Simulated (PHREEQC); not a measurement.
# Metal-bearing waste water (model solution)

Consider water at 66 °C with 2.9 mmol/kgw FeCl3, 15 mmol/kgw NiCl2 and 8.5 mmol/kgw NaH2PO4. Closed to the air; pH follows from the charge balance.

All values are PHREEQC results (ion-association model, wateq4f.dat), not measurements.

Precipitation was switched off in this run.

Question: Estimate the pH, ionic strength.

Answer: pH 3.37; ionic strength 0.0608 mol/kgw.

Question: In which forms is P present?

Answer: H2PO4- 68 %, FeH2PO4+2 27 %, H3PO4 5.2 % of the P.

Saturation is exceeded, for instance for Strengite, Hematite (slow to form); the values hold only as long as no solid forms. H3PO4, which wateq4f.dat lacks, is added to it with the constant of phreeqc.dat. At this temperature some constants are extrapolated from 25 °C, and those without enthalpy data are left unchanged. The database has no phosphate complexes of Ni.
